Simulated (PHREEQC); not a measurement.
Consider water at 13 °C with 0.017 mol/kgw H2SO4, 9.9e-05 mol/kgw Na2B4O7 and 0.00052 mol/kgw MgCl2. It is in equilibrium with CO2 at log p = 0 (atm). Otherwise closed; pH follows from the charge balance.

All values are PHREEQC results (ion-association model, wateq4f.dat), not measurements.

| quantity | before | after |
|---|---|---|
| pH | 1.66 | 1.73 |
| ionic strength (mol/kgw) | 0.0350 | 0.0273 |
| HSO4- (mol/kgw) | 0.00850 | 0.0122 |
| SO4-2 (mol/kgw) | 0.00835 | 0.00460 |
| Mg+2 (mol/kgw) | 0.000375 | 0.000312 |
| MgSO4 (mol/kgw) | 0.000145 | 0.000208 |
| SI of Epsomite (MgSO4:7H2O) | -3.84 | -4.48 |
| SI of Mirabilite (Na2SO4:10H2O) | -8.24 | -10.54 |

Which change was made?
(A) H2SO4 from 0.017 to 0.0034 mol/kgw
(B) 0.00042 mol/kgw TMAH added
(C) H2SO4 from 0.017 to 0.085 mol/kgw
(D) 0.0089 mol/kgw MgBr2 added
(E) temperature from 13 to 60 °C

E, temperature from 13 to 60 °C

No solid was allowed to form. Constants without temperature data keep their 25 °C values here.
